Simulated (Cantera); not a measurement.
Feed: 1 mol CuO, 0.87 mol H₂, 0.99 mol N₂, held at 2048 K and 100 Torr.

Equilibrium computed with Cantera from the NASA thermochemical tables; the gas is ideal and each condensed phase is pure. Candidate condensed phases: Cu, CuO, Cu(OH)₂, Cu₂O, H₂O; 27 gas species. The numbers say what is thermodynamically allowed, not how fast it happens.

What is the equilibrium state?


| Quantity | Result |
|---|---|
| x(N₂) | 0.485 |
| x(H₂O) | 0.422 |
| x(Cu) | 0.0499 |
| x(O₂) | 0.0304 |
| x(OH) | 0.00540 |
| x(H₂) | 0.00273 |
| x(NO) | 0.00260 |
| x(O) | 0.000458 |
| x(CuO) | 0.000324 |
| n(Cu(l)) | 0.897 mol |
| gas amount | 2.034 mol |
